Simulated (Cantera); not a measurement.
What does this Cantera script print?

```python
import numpy as np
import cantera as ct

gas_names = """
    H H2 H2S N NH NH2 NH3 N2 N2H2 N2H4 Ni NiS S SH SN S2 S8
""".split()
cond_names = """
    Ni(cr) Ni(L) NiS(b) NiS(a) NiS(L) NiS2(s) NiS2(L) Ni3S2(I) Ni3S2(II) Ni3S2(L) Ni3S4(s) S(cr1) S(cr2)
    S(L)
""".split()


# ... load() reads the species with a 1 bar reference pressure and builds the phases ...
atoms = {
    'Ni': {'Ni': 1},
    'H2S': {'H': 2, 'S': 1},
    'N2': {'N': 2},
}
top_T = {'Ni3S4(s)': 620}  # K; cautious upper limits of use, not melting points


# ... equilibrate(T, P, feed) seeds the gas with the atoms and calls Mixture.equilibrate('TP', solver="vcs", rtol=1e-11, max_steps=5000) ...
results = []
feed = {'Ni': 1, 'H2S': 0.0049, 'N2': 1}  # mol
P = 8000  # Pa
for T in [725, 825, 925, 1025, 1125, 1225, 1325, 1425, 1525]:
    mix = equilibrate(T, P, feed)
    results.append((T, P, feed, dict(zip(mix.species_names, mix.species_moles))))

top = {s: max(r[3][s] / sum(r[3][g] for g in gas_names) for r in results) for s in gas_names}
cols = sorted((s for s in top if top[s] > 0.0001), key=lambda s: -top[s])[:6]
seen = [c for c in cond_names if any(r[3].get(c, 0) > 1e-12 for r in results)]
print("log10 of partial pressures in bar; condensed amounts in mol")
print(f"{'T/K':>10s}" + "".join(f"{s[:9]:>10s}" for s in cols + seen))
for T, P, feed, n in results:
    ng = sum(n[g] for g in gas_names)
    print(f"{T:10.4g}" + "".join(f"{np.log10(max(n[s] / ng * P / 1e5, 1e-99)):10.3f}" for s in cols)
          + "".join(f"{n.get(c, 0):10.4g}" for c in seen))
```

Output:

```
log10 of partial pressures in bar; condensed amounts in mol
       T/K        N2        H2        S2    Ni(cr)  Ni3S2(I) Ni3S2(II)  Ni3S2(L)
       725    -1.099    -3.409   -15.320    0.9927   0.00245         0         0
       825    -1.099    -3.409   -12.340    0.9927  0.002448         0         0
       925    -1.099    -3.410   -10.397    0.9927         0  0.002445         0
      1025    -1.099    -3.410    -8.879    0.9927         0  0.002441         0
      1125    -1.099    -3.411    -7.711    0.9927         0         0  0.002436
      1225    -1.099    -3.412    -6.783    0.9927         0         0  0.002429
      1325    -1.099    -3.413    -6.012    0.9928         0         0  0.002414
      1425    -1.099    -3.414    -5.364    0.9929         0         0  0.002365
      1525    -1.099    -3.415    -4.811    0.9934         0         0  0.002215
```

Equilibrium computed with Cantera from the NASA thermochemical tables; the gas is ideal and each condensed phase is pure. Metal and sulfide melt together well below either melting point, which pure phases cannot show. Mutual solubility and eutectic melting of coexisting phases are not modelled. Gases not in the tables: S3 to S7.
